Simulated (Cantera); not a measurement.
Mixture: 2.94 % CH₄, 20.2 % O₂, 76.9 % N₂, equivalence ratio 0.29, at 0.987 atm, adiabatic and at constant pressure. Ignition delay is the time to a rise of 400 K.

Cantera simulation using GRI-Mech 3.0 (53 species, 325 reactions); the numbers are that mechanism's predictions, not measurements.

### Question
Predict: delay at 1000 K; delay at 1100 K; delay at 1200 K; delay at 1300 K; delay at 1400 K; apparent activation energy between 1350 and 1450 K.

### Answer
```
Property                                                Result
--------------------------------------------------  ----------
delay at 1000 K                                        0.616 s
delay at 1100 K                                        0.112 s
delay at 1200 K                                        24.6 ms
delay at 1300 K                                        6.55 ms
delay at 1400 K                                        2.15 ms
apparent activation energy between 1350 and 1450 K  160 kJ/mol
```
